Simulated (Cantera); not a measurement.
Cantera run:

```python
import numpy as np
import cantera as ct

gas_names = [...]  # 109 gases of nasa_gas.yaml made of C, Cl, H, Si
cond_names = """
    C(gr) C6H6(L) C7H8(L) C8H18(L),n-octa Si(cr) Si(L) SiC(b)
""".split()


# ... load() reads the species with a 1 bar reference pressure and builds the phases ...
atoms = {
    'SiHCl3': {'Si': 1, 'H': 1, 'CL': 3},
    'C2H4': {'C': 2, 'H': 4},
    'H2': {'H': 2},
    'HCl': {'H': 1, 'CL': 1},
}
top_T = {'C(gr)': 4500, 'SiC(b)': 3050}  # K; cautious upper limits of use, not melting points


# ... equilibrate(T, P, feed) seeds the gas with the atoms and calls Mixture.equilibrate('TP', solver="vcs", rtol=1e-11, max_steps=5000) ...
results = []
feed = {'SiHCl3': 1, 'C2H4': 0.019, 'H2': 180, 'HCl': 0.37}  # mol
P = 13000  # Pa
for T in [2100, 2150, 2200, 2250, 2300, 2350, 2400]:
    mix = equilibrate(T, P, feed)
    results.append((T, P, feed, dict(zip(mix.species_names, mix.species_moles))))

top = {s: max(r[3][s] / sum(r[3][g] for g in gas_names) for r in results) for s in gas_names}
cols = sorted((s for s in top if top[s] > 1e-06), key=lambda s: -top[s])[:5]
seen = [c for c in cond_names if any(r[3].get(c, 0) > 1e-12 for r in results)]
print("log10 of partial pressures in bar; condensed amounts in mol")
print(f"{'T/K':>10s}" + "".join(f"{s[:9]:>10s}" for s in cols + seen))
for T, P, feed, n in results:
    ng = sum(n[g] for g in gas_names)
    print(f"{T:10.4g}" + "".join(f"{np.log10(max(n[s] / ng * P / 1e5, 1e-99)):10.3f}" for s in cols)
          + "".join(f"{n.get(c, 0):10.4g}" for c in seen))
```

It prints:

```
log10 of partial pressures in bar; condensed amounts in mol
       T/K        H2         H       HCL        Si     SiCL2     Si(L)    SiC(b)
      2100    -0.898    -2.956    -2.659    -3.875    -4.088    0.5575   0.02634
      2150    -0.900    -2.825    -2.660    -3.649    -4.112    0.3878   0.01538
      2200    -0.902    -2.701    -2.662    -3.433    -4.137    0.1208         0
      2250    -0.905    -2.582    -2.659    -3.335    -4.256         0         0
      2300    -0.908    -2.468    -2.655    -3.302    -4.429         0         0
      2350    -0.911    -2.360    -2.654    -3.277    -4.606         0         0
      2400    -0.915    -2.256    -2.655    -3.258    -4.786         0         0
```

Method: chemical equilibrium by Gibbs-energy minimisation in Cantera with the NASA 1993 tables (ideal gas, pure condensed phases). Mutual solubility and eutectic melting of coexisting phases are not modelled. The tables' values for SiCl are old estimates; treat these amounts as uncertain. Gases not in the tables: Si2H6 and higher silanes.
